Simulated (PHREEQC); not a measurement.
A solution holds 0.014 mol KHF2 per kg of water, at 25 °C and 50 atm. Closed to the air; pH follows from the charge balance.

The numbers come from PHREEQC with the ion-association model, phreeqc.dat.

```tsv
quantity	before	after
pH	3.16	3.21
F- (mol/kgw)	0.0141	0.00750
HF2- (mol/kgw)	0.000666	0.000173
```

What was changed between the two runs?
A) diluted 5-fold with water
B) KHF2 from 0.014 to 0.0126 mol/kgw
C) KHF2 from 0.014 to 0.14 mol/kgw
D) 0.0011 mol/kgw NaCl added
E) diluted 2-fold with water

E, diluted 2-fold with water

Precipitation was switched off in this run. Under pressure, the constants of complexes without a molar volume in the database are unreliable.
